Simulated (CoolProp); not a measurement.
A single-stage vapour-compression cycle with propylene: evaporating at 202.15 K (dew point), condensing at 251.15 K (bubble point), superheat 2 K, subcooling 0 K, compressor efficiency 0.6, no pressure losses. Each further row changes one setting.

The numbers come from the reference Helmholtz-energy equation of state, Lemmon 2013 in CoolProp.

| case | cooling COP | pressure ratio | discharge temperature (K) | refrigerating effect (kJ/kg) | volumetric capacity (kJ/m³) |
|---|---|---|---|---|---|
| as stated | 2.04 | 9.37 | 330.2 | 358 | 274 |
| evaporating temperature 207.15 K | 2.39 | 7.06 | 320.0 | 364 | 362 |
| condensing temperature 246.15 K | 2.33 | 7.81 | 319.8 | 370 | 282 |
| subcooling 5 K | 2.11 | 9.37 | 330.2 | 370 | 282 |
| superheat 12 K | 2.02 | 9.37 | 342.3 | 370 | 269 |
| compressor efficiency 0.5 | 1.70 | 9.37 | 350.5 | 358 | 274 |
